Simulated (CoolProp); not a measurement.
Vapour-liquid equilibrium of toluene (1) + n-nonane (2) at 410.6 K; x and y are mole fractions of (1).

Model: multi-fluid Helmholtz-energy mixture model, Lemmon 2006 and Lemmon 2006; pair parameters Bell 2016, in CoolProp.

Question: Give the bubble pressure and the first vapour's composition at x = 0.35, 0.725, 0.875. Is there an azeotrope?

Answer: x = 0.35: 0.1275 MPa, y = 0.621; x = 0.725: 0.1748 MPa, y = 0.864; x = 0.875: 0.1915 MPa, y = 0.938. No azeotrope shows between x = 0.05 and 0.95.

The pair parameters rest on a limited set of measurements; away from them the model extrapolates.
